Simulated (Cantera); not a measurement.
Charge: 1 mol SiC, 0.036 mol O2, 1.2 mol N2, equilibrated at 1248 K and 1.50 Pa.

These are equilibrium values from Cantera (NASA tables, ideal gas, pure condensed phases), not measurements of a reactor. Candidate condensed phases: C, Si, SiC, SiO2, Si2N2O, Si3N4; 34 gas species. N2 is the only nitrogen source here; it is nearly inert below about 1500 K, so the nitride shown seldom forms there in practice. Mutual solubility and eutectic melting of coexisting phases are not modelled. Kinetics and transport are ignored.

Base state: N2 0.961, CO 0.0392, SiO 7.18e-5 (mole fractions); condensed: SiC(s) + Si2N2O(s).

**Question.** What changes in the equilibrium state with this change: pressure from 1.50 Pa to 790000 Pa?

**Answer.** 
| species | before | after |
|---|---|---|
| N2 | 0.961 | 1.00 |
| CO | 0.0392 | 1.11e-7 |
| SiO | 7.18e-5 | <1e-9 |
| SiC(s), mol | 0.952 | 0 |
| Si2N2O(s), mol | 0.0239 | 0.0720 |
| C(graphite), mol | 0 | 1.00 |
| Si3N4(s), mol | 0 | 0.285 |
